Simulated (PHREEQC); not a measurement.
PHREEQC input (ion-association model, wateq4f.dat):

```
SOLUTION 1
  temp 25
  units mol/kgw
  pH 7 charge
  Cl 0.018
  K 0.018
END
SELECTED_OUTPUT 1
  -reset false
  -pH true
  -pe true
  -ionic_strength true
  -water true
  -totals Ca Cl Cu K Cu(1) Cu(2)
  -molalities H+ Ca+2 Cl- Cu+2 K+ CaOH+ O2 OH- CuCl2- CuCl3-2
    Cu+ CuCl+ CuCl2 CuCl3- CuCl4-2 CuOH+ Cu(OH)2 Cu(OH)3- Cu(OH)4-2 Cu2(OH)2+2
  -equilibrium_phases Cu(OH)2 Portlandite Atacamite
PRINT
  -reset false
USE solution 1
REACTION 1
  CaCl2 1
  0 0.00208 0.00417 0.00625 0.00833 0.0104 0.0125 0.0146 0.0167 0.0187 0.0208 0.0229 0.025 moles
EQUILIBRIUM_PHASES 1
  Cu(OH)2 0 0.5
  Portlandite 0 0
  Atacamite 0 0
  O2(g) -0.68 10
END
```

Selected output (columns that matter, 13 of 13 rows; CaCl2 added (mol) added in front):

```
CaCl2 added (mol)	pH	mu	Ca	Cl	Cu	m_H+	m_Ca+2	m_Cl-	m_OH-	m_Cu(OH)2	Cu(OH)2	Atacamite
0	8.1365	0.018	0	0.017999	9.16e-06	8.1753e-09	0	0.017999	1.5703e-06	9.0824e-06	0.49999	1.4452e-06
0.00208	8.2189	0.02424	0.00208	0.022158	9.1302e-06	6.8473e-09	0.00208	0.022158	1.9336e-06	9.0693e-06	0.49999	1.8743e-06
0.00417	8.2872	0.03051	0.00417	0.026338	9.1062e-06	5.9094e-09	0.0041699	0.026338	2.2988e-06	9.0563e-06	0.49999	2.3044e-06
0.00625	8.3451	0.03675	0.00625	0.030497	9.0856e-06	5.2156e-09	0.0062499	0.030497	2.6624e-06	9.0433e-06	0.49999	2.7354e-06
0.00833	8.3955	0.04299	0.00833	0.034657	9.0671e-06	4.6781e-09	0.0083298	0.034657	3.0262e-06	9.0303e-06	0.49998	3.1709e-06
0.0104	8.4399	0.0492	0.0104	0.038796	9.05e-06	4.2505e-09	0.0104	0.038796	3.3884e-06	9.0174e-06	0.49998	3.6095e-06
0.0125	8.4803	0.055499	0.0125	0.042996	9.0336e-06	3.8955e-09	0.0125	0.042996	3.756e-06	9.0043e-06	0.49998	4.0603e-06
0.0146	8.5168	0.061799	0.0146	0.047195	9.0178e-06	3.5997e-09	0.0146	0.047195	4.1238e-06	8.9913e-06	0.49998	4.517e-06
0.0167	8.5502	0.068099	0.0167	0.051395	9.0025e-06	3.3491e-09	0.016699	0.051395	4.4917e-06	8.9782e-06	0.49998	4.9795e-06
0.0187	8.5795	0.074099	0.0187	0.055395	8.9884e-06	3.1434e-09	0.018699	0.055395	4.8423e-06	8.9658e-06	0.49998	5.4255e-06
0.0208	8.6081	0.080399	0.0208	0.059594	8.9738e-06	2.9552e-09	0.020799	0.059594	5.2105e-06	8.9528e-06	0.49998	5.8995e-06
0.0229	8.6347	0.086698	0.0229	0.063794	8.9595e-06	2.7901e-09	0.022899	0.063794	5.5789e-06	8.9398e-06	0.49998	6.3792e-06
0.025	8.6595	0.092998	0.025	0.067993	8.9453e-06	2.644e-09	0.024999	0.067993	5.9474e-06	8.9269e-06	0.49998	6.8646e-06
```

The database's constant for dissolved Cu(OH)2 is higher than later reviews accept.
